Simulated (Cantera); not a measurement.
**Equilibrium for abatement and gas-phase synthesis: N2O + H2 + O2**

Charge: 1 mol N2O, 3.3 mol H2, 3.9 mol O2, at 3398.15 K.

Method: chemical equilibrium by Gibbs-energy minimisation in Cantera with the NASA 1993 tables (ideal gas, pure condensed phases). Candidate condensed phases: H2O; 24 gas species. The ideal-gas law is rough above about 30 bar. Rates play no part.

From 10.0 Pa to 300 bar nothing is condensed.

| P (Pa) | x O | x H2O | x H | x O2 | x OH | x N2 | x H2 | x NO |
|---|---|---|---|---|---|---|---|---|
| 10 | 0.535 | 7.19e-8 | 0.402 | 0.000200 | 0.000169 | 0.0590 | 7.45e-5 | 0.000617 |
| 52 | 0.533 | 1.94e-6 | 0.402 | 0.00103 | 0.000874 | 0.0597 | 0.000387 | 0.00141 |
| 280 | 0.525 | 5.46e-5 | 0.399 | 0.00539 | 0.00460 | 0.0599 | 0.00206 | 0.00323 |
| 1400 | 0.492 | 0.00119 | 0.384 | 0.0237 | 0.0208 | 0.0611 | 0.00953 | 0.00684 |
| 7600 | 0.393 | 0.0188 | 0.316 | 0.0819 | 0.0739 | 0.0685 | 0.0349 | 0.0135 |
| 40000 | 0.247 | 0.103 | 0.177 | 0.170 | 0.137 | 0.0856 | 0.0580 | 0.0217 |
| 210000 | 0.129 | 0.229 | 0.0695 | 0.246 | 0.148 | 0.102 | 0.0468 | 0.0285 |
| 1100000 | 0.0620 | 0.326 | 0.0228 | 0.295 | 0.122 | 0.112 | 0.0265 | 0.0327 |
| 5700000 | 0.0286 | 0.384 | 0.00705 | 0.325 | 0.0900 | 0.117 | 0.0131 | 0.0351 |
| 30000000 | 0.0128 | 0.417 | 0.00209 | 0.342 | 0.0627 | 0.120 | 0.00602 | 0.0364 |
x: gas mole fraction; nothing condenses.
